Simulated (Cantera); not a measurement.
An isothermal, constant-pressure homogeneous reactor starts with 0.744 % H₂, 99.3 % O₂, at 1100 K and 4.35 Torr.

Detailed kinetics in Cantera: the H2/O2 subset of GRI-Mech 3.0, which has no nitrogen chemistry. Radical loss at walls, strong at low pressure, is not modelled.

x: mole fraction; the columns are a selection and need not sum to one.

```json
[
 {"t (s)": "7.00e-6", "x H₂": "0.00744", "x O₂": "0.993", "x H₂O₂": "<1e-12", "x H": "2.56e-12", "x H₂O": "<1e-12", "x O": "<1e-12"},
 {"t (s)": "2.88e-5", "x H₂": "0.00744", "x O₂": "0.993", "x H₂O₂": "<1e-12", "x H": "9.86e-12", "x H₂O": "<1e-12", "x O": "<1e-12"},
 {"t (s)": "0.000118", "x H₂": "0.00744", "x O₂": "0.993", "x H₂O₂": "<1e-12", "x H": "3.17e-11", "x H₂O": "<1e-12", "x O": "1.30e-11"},
 {"t (s)": "0.000487", "x H₂": "0.00744", "x O₂": "0.993", "x H₂O₂": "<1e-12", "x H": "6.89e-11", "x H₂O": "1.96e-11", "x O": "1.33e-10"},
 {"t (s)": "0.00201", "x H₂": "0.00744", "x O₂": "0.993", "x H₂O₂": "<1e-12", "x H": "1.88e-10", "x H₂O": "5.93e-10", "x O": "1.15e-9"},
 {"t (s)": "0.00825", "x H₂": "0.00744", "x O₂": "0.993", "x H₂O₂": "1.30e-12", "x H": "4.08e-9", "x H₂O": "4.04e-8", "x O": "3.93e-8"},
 {"t (s)": "0.0339", "x H₂": "0.00400", "x O₂": "0.990", "x H₂O₂": "3.82e-8", "x H": "0.000369", "x H₂O": "0.00276", "x O": "0.00236"},
 {"t (s)": "0.140", "x H₂": "2.28e-5", "x O₂": "0.987", "x H₂O₂": "6.41e-9", "x H": "0.000271", "x H₂O": "0.00709", "x O": "0.00563"},
 {"t (s)": "0.574", "x H₂": "1.38e-5", "x O₂": "0.989", "x H₂O₂": "6.34e-9", "x H": "0.000126", "x H₂O": "0.00722", "x O": "0.00337"},
 {"t (s)": "2.36", "x H₂": "3.63e-6", "x O₂": "0.992", "x H₂O₂": "5.54e-9", "x H": "1.69e-5", "x H₂O": "0.00738", "x O": "0.000878"},
 {"t (s)": "9.72", "x H₂": "4.03e-7", "x O₂": "0.992", "x H₂O₂": "3.03e-9", "x H": "6.36e-7", "x H₂O": "0.00744", "x O": "9.83e-5"},
 {"t (s)": "40.0", "x H₂": "…", "x O₂": "0.993", "x H₂O₂": "7.48e-10", "x H": "…", "x H₂O": "0.00746", "x O": "…"}
]
```

**Question.** Some entries are withheld; supply them.

**Answer.** 
- 40.0, x H₂: 3.54e-8
- 40.0, x H: 1.69e-8
- 40.0, x O: 8.73e-6
